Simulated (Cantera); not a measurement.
Input: 1 mol PbO, 0.049 mol H2, 0.58 mol N2, at 475 K and 29.3 Torr.

Cantera equilibrium calculation (NASA polynomials, part measured and part estimated; ideal gas, pure solids and liquids). Candidate condensed phases: H2O, Pb, PbO, PbO2, Pb3O4; 27 gas species. Equilibrium is a limit: real reactors are often held back by kinetics, nucleation or transport.

Task: What is the equilibrium state?

Result: 
```json
{
 "x(N2)": "0.922",
 "x(H2O)": "0.0779",
 "n(Pb(s))": "0.0490 mol",
 "n(PbO(red))": "0.951 mol",
 "gas_amount": "0.6290 mol",
 "log10 activity of Pb3O4(s) (absent)": "-16.89",
 "log10 activity of PbO2(s) (absent)": "-17.89"
}
```
